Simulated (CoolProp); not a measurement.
Properties of oxygen along the isobar 62.1 bar (Tc = 154.6 K, pc = 50.46 bar, ω = 0.022).

Values from CoolProp's reference Helmholtz-energy equation of state, Schmidt 1985.

```csv
T (K),phase,viscosity (µPa s),Prandtl number,fugacity coefficient
80.7,liquid,270,2.67,0.006731
96.8,liquid,176,(withheld),0.03653
112.8,liquid,124,1.75,0.1133
128.9,liquid,88.2,1.67,0.2514
144.9,liquid,60.5,(withheld),0.4411
161,supercritical,23.3,5.71,0.6422
177,supercritical,16.5,1.28,0.7420
193.1,supercritical,16.7,1.01,(withheld)
209.1,supercritical,17.4,0.908,0.8498
225.2,supercritical,18.2,(withheld),0.8834
241.2,supercritical,(withheld),(withheld),0.9090
257.3,supercritical,19.8,0.800,0.9291
273.3,supercritical,20.7,0.784,0.9449
```

**Question.** Fill in the missing entries.

**Answer.** 
- 96.8, Prandtl number: 2.02
- 144.9, Prandtl number: 1.86
- 193.1, fugacity coefficient: 0.8050
- 225.2, Prandtl number: 0.855
- 241.2, viscosity (µPa s): 19.0
- 241.2, Prandtl number: 0.822

Viscosity comes from a separate model (Lemmon 2004). Thermal conductivity comes from a separate model (Lemmon 2004).
